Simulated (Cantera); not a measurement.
# Fe₂O₃ + CH₄ + N₂ + CO (carbothermic reduction)

Input: 1 mol Fe₂O₃, a varied amount of CH₄, 12 mol N₂, 2.3 mol CO, held at 1325 K and 0.000620 bar.

Equilibrium computed with Cantera from the NASA thermochemical tables; the gas is ideal and each condensed phase is pure. Candidate condensed phases: C, C₆H₆, C₇H₈, C₈H₁₈, Fe, Fe(CO)₅, FeO, Fe(OH)₂, Fe(OH)₃, Fe₂O₃, Fe₃O₄, H₂O; 140 gas species. Mutual solubility and eutectic melting of coexisting phases are not modelled. The tables' stoichiometric FeO is somewhat more stable than real wüstite, so its field is too wide. FeO: taken at fixed stoichiometry. Equilibrium is a limit: real reactors are often held back by kinetics, nucleation or transport.

| n(CH₄) (mol) | x N₂ | x CO | x H₂ | x H₂O | x CO₂ | x H | x Fe | n FeO(s) | n Fe(γ) |
|---|---|---|---|---|---|---|---|---|---|
| 0.33 | 0.785 | 0.141 | 0.0305 | 0.0126 | 0.0312 | 1.15e-5 | 2.91e-6 | 2.00 | 0 |
| 0.39 | 0.776 | 0.147 | 0.0376 | 0.0128 | 0.0268 | 1.27e-5 | 3.54e-6 | 2.00 | 0.00284 |
| 0.45 | 0.767 | 0.149 | 0.0429 | 0.0146 | 0.0271 | 1.36e-5 | 3.54e-6 | 1.90 | 0.103 |
| 0.53 | 0.755 | 0.151 | 0.0498 | 0.0169 | 0.0275 | 1.47e-5 | 3.54e-6 | 1.76 | 0.235 |
| 0.62 | 0.743 | 0.153 | 0.0573 | 0.0195 | 0.0279 | 1.57e-5 | 3.54e-6 | 1.61 | 0.385 |
| 0.72 | 0.729 | 0.155 | 0.0653 | 0.0222 | 0.0283 | 1.68e-5 | 3.54e-6 | 1.45 | 0.551 |
| 0.84 | 0.713 | 0.158 | 0.0745 | 0.0253 | 0.0288 | 1.79e-5 | 3.54e-6 | 1.25 | 0.751 |
| 0.99 | 0.695 | 0.161 | 0.0856 | 0.0291 | 0.0294 | 1.92e-5 | 3.54e-6 | 1.00 | 1.000 |
| 1.2 | 0.670 | 0.165 | 0.100 | 0.0340 | 0.0302 | 2.08e-5 | 3.54e-6 | 0.651 | 1.35 |
| 1.3 | 0.659 | 0.167 | 0.107 | 0.0362 | 0.0305 | 2.14e-5 | 3.54e-6 | 0.485 | 1.51 |
| 1.6 | 0.628 | 0.173 | 0.125 | 0.0421 | 0.0312 | 2.33e-5 | 3.54e-6 | 0 | 2.00 |
| 1.8 | 0.609 | 0.184 | 0.146 | 0.0364 | 0.0245 | 2.51e-5 | 3.54e-6 | 0 | 2.00 |
x: gas mole fraction; n: condensed amount in mol.

At 0.33 mol CH₄ the condensed part is FeO(s). From 0.39 mol CH₄ to 1.3 mol CH₄ the condensed part is Fe(γ) + FeO(s). From 1.6 mol CH₄ to 1.8 mol CH₄ the condensed part is Fe(γ). The main Fe-bearing gas is Fe throughout.
